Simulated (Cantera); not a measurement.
Source: NASA polynomial tables (part measured, part estimated), evaluated in Cantera. Values are per mole of reaction as written; species without (g) are pure solids or liquids, kept so even where they would boil at 1 bar.

MgBr₂ + 2 H(g) = 2 HBr(g) + Mg(g)

```csv
T (K),ΔH° (kJ),ΔS° (J/K),ΔG° (kJ),log10 K,condensed phases
300,[?],[?],[?],[?],MgBr₂(s)
1375,71.4,90.6,-53.1,2.02,MgBr₂(l)
1400,70.0,89.5,-55.4,2.07,MgBr₂(l)
1425,[?],[?],[?],[?],MgBr₂(l)
1450,[?],[?],[?],[?],MgBr₂(l)
1475,[?],[?],[?],[?],MgBr₂(l)
```

Task: Complete the blanks.

Result: 
- 300, ΔH° (kJ): 162.4
- 300, ΔS° (J/K): 199.3
- 300, ΔG° (kJ): 102.6
- 300, log10 K: -17.87
- 1425, ΔH° (kJ): 68.6
- 1425, ΔS° (J/K): 88.5
- 1425, ΔG° (kJ): -57.6
- 1425, log10 K: 2.11
- 1450, ΔH° (kJ): 67.2
- 1450, ΔS° (J/K): 87.5
- 1450, ΔG° (kJ): -59.8
- 1450, log10 K: 2.15
- 1475, ΔH° (kJ): 65.8
- 1475, ΔS° (J/K): 86.6
- 1475, ΔG° (kJ): -62.0
- 1475, log10 K: 2.19
